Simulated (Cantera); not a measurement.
A Cantera script and what it prints.

```python
import numpy as np
import cantera as ct

gas_names = """
    Cs CsO CsOH Cs2 Cs2O Cs2O2H2 H HO2 H2 H2O H2O2 O OH O2 O3
""".split()
cond_names = """
    Cs(cr) Cs(L) CsOH(a) CsOH(b) CsOH(c) CsOH(L) H2O(s) H2O(L)
""".split()


# ... load() reads the species with a 1 bar reference pressure and builds the phases ...
atoms = {
    'CsOH': {'Cs': 1, 'O': 1, 'H': 1},
    'H2O': {'H': 2, 'O': 1},
    'H2': {'H': 2},
}
top_T = {}  # K; cautious upper limits of use, not melting points


# ... equilibrate(T, P, feed) seeds the gas with the atoms and calls Mixture.equilibrate('TP', solver="vcs", rtol=1e-11, max_steps=5000) ...
results = []
T = 848.15  # K
P = 133.322  # Pa
for m in [0.39, 0.5, 0.64, 0.83, 1.1, 1.4, 1.8, 2.3, 3]:
    feed = {'CsOH': 1, 'H2O': m, 'H2': 0.03}  # mol
    mix = equilibrate(T, P, feed)
    results.append((T, P, feed, dict(zip(mix.species_names, mix.species_moles))))

top = {s: max(r[3][s] / sum(r[3][g] for g in gas_names) for r in results) for s in gas_names}
cols = sorted((s for s in top if top[s] > 1e-05), key=lambda s: -top[s])[:7]
seen = [c for c in cond_names if any(r[3].get(c, 0) > 1e-12 for r in results)]
print("log10 of partial pressures in bar; condensed amounts in mol")
print(f"{'n(H2O)':>10s}" + "".join(f"{s[:9]:>10s}" for s in cols + seen))
for T, P, feed, n in results:
    ng = sum(n[g] for g in gas_names)
    print(f"{feed['H2O']:10.4g}" + "".join(f"{np.log10(max(n[s] / ng * P / 1e5, 1e-99)):10.3f}" for s in cols)
          + "".join(f"{n.get(c, 0):10.4g}" for c in seen))
```

Output:

```
log10 of partial pressures in bar; condensed amounts in mol
    n(H2O)       H2O      CsOH   Cs2O2H2        H2        Cs
      0.39    -3.391    -3.121    -3.858    -4.522    -5.692
       0.5    -3.322    -3.151    -3.918    -4.557    -5.809
      0.64    -3.259    -3.185    -3.987    -4.599    -5.928
      0.83    -3.198    -3.228    -4.072    -4.649    -6.056
       1.1    -3.141    -3.281    -4.178    -4.712    -6.198
       1.4    -3.098    -3.333    -4.281    -4.773    -6.323
       1.8    -3.059    -3.392    -4.401    -4.842    -6.456
       2.3    -3.026    -3.456    -4.528    -4.915    -6.589
         3    -2.996    -3.532    -4.679    -5.001    -6.737
```

Cantera equilibrium calculation (NASA polynomials, part measured and part estimated; ideal gas, pure solids and liquids).
